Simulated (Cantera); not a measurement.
Input: 1 mol Fe(CO)₅, 0.035 mol CO, 0.62 mol H₂, at 1373.15 K and 7.50 Torr.

These are equilibrium values from Cantera (NASA tables, ideal gas, pure condensed phases), not measurements of a reactor. Candidate condensed phases: C, C₆H₆, C₇H₈, C₈H₁₈, Fe, Fe(CO)₅, FeO, Fe(OH)₂, Fe(OH)₃, Fe₂O₃, Fe₃O₄, H₂O; 114 gas species. The numbers say what is thermodynamically allowed, not how fast it happens.

Base state: CO 0.890, H₂ 0.110, CO₂ 1.80e-5, H 1.10e-5 (mole fractions); condensed: Fe(γ).

**Question.** What changes in the equilibrium state with this change: temperature from 1373.15 K to 1075 K?

**Answer.** 
| species | before | after |
|---|---|---|
| CO | 0.890 | 0.889 |
| H₂ | 0.110 | 0.110 |
| CO₂ | 1.80e-5 | 0.00107 |
| H₂O | 4.56e-6 | 0.000123 |
| H | 1.10e-5 | 4.86e-8 |
| Fe(γ), mol | 1.000 | 0 |
| C(graphite), mol | 0 | 0.00673 |
| Fe(α), mol | 0 | 1.00 |
Condensed phases not in the tables: cementite and carbon dissolved in iron.
